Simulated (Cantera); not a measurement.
Input: 1 mol V2O5, 160 mol H2, 0.069 mol H2O, equilibrated at 1498 K and 1.33 mbar.

Method: chemical equilibrium by Gibbs-energy minimisation in Cantera with the NASA 1993 tables (ideal gas, pure condensed phases). Candidate condensed phases: H2O, V, VO, V2O3, V2O4, V2O5; 12 gas species. Condensed phases not in the tables: the oxides between V2O3 and V2O5 other than VO2. Equilibrium is a limit: real reactors are often held back by kinetics, nucleation or transport.

### Question
What is the equilibrium state?

### Answer
x(H2): 0.987
x(H2O): 0.0129
x(H): 0.000467
n(V2O3(s)): 1.000 mol
gas amount: 160.1 mol
log10 activity of V(s) (absent): -3.30
log10 activity of V2O5(l) (absent): -11.09
